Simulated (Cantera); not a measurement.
Feed: 1 mol BCl3, a varied amount of NH3, 32 mol H2, at 1148.15 K and 0.200 bar.

These are equilibrium values from Cantera (NASA tables, ideal gas, pure condensed phases), not measurements of a reactor. Candidate condensed phases: B, BN, NH4Cl; 21 gas species. Mutual solubility and eutectic melting of coexisting phases are not modelled. Gases not in the tables: BHCl2. Kinetics and transport are ignored.

Question: At 0.45 mol NH3, list the 3 most abundant gas species with their mole fractions, and the condensed phases.

Answer: H2 0.928, HCl 0.0634, BCl3 0.00825. Condensed: B(s) + BN(s).
